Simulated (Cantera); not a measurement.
Adiabatic ignition

An adiabatic, constant-pressure homogeneous reactor starts with 15.2 % CO, 4.25 % H₂, 11.8 % O₂, 68.7 % N₂, at 1023 K and 1.00 atm.

Cantera simulation using GRI-Mech 3.0 (53 species, 325 reactions); the numbers are that mechanism's predictions, not measurements.

```
t (s)     T (K)    x CO      x H₂    x O₂      x NO       x H
--------  -----  ------  --------  ------  --------  --------
3.00e-6    1023   0.152    0.0425   0.118    <1e-12  4.03e-11
1.05e-5    1023   0.152    0.0425   0.118    <1e-12  2.80e-10
3.67e-5    1023   0.152    0.0425   0.118    <1e-12   2.17e-9
0.000128   1023   0.152    0.0425   0.118    <1e-12   9.48e-8
0.000448   1560  0.0933   0.00327  0.0650   7.94e-6    0.0130
0.00157    2247  0.0285   0.00156  0.0355  0.000187   0.00134
0.00548    2360  0.0162  0.000814  0.0299  0.000704  0.000416
0.0191     2365  0.0154  0.000769  0.0289   0.00212  0.000373
0.0669     2360  0.0153  0.000768  0.0275   0.00485  0.000364
0.234      2358  0.0153  0.000768  0.0269   0.00616  0.000360
0.818      2358  0.0153  0.000768  0.0269   0.00618  0.000360
2.86       2358  0.0153  0.000768  0.0269   0.00618  0.000360
10.0       2358  0.0153  0.000768  0.0269   0.00618  0.000360
```
x: mole fraction; the columns are a selection and need not sum to one.

```json
{
 "time_of_steepest_temperature_rise": "0.402 ms",
 "temperature at 10.0 s": "2358 K",
 "equilibrium_temperature": "2358 K",
 "x(CO) at 10.0 s": "0.0153 (gas-phase equilibrium 0.0153)",
 "x(H₂) at 10.0 s": "0.000768 (gas-phase equilibrium 0.000768)",
 "x(O₂) at 10.0 s": "0.0269 (gas-phase equilibrium 0.0269)"
}
```
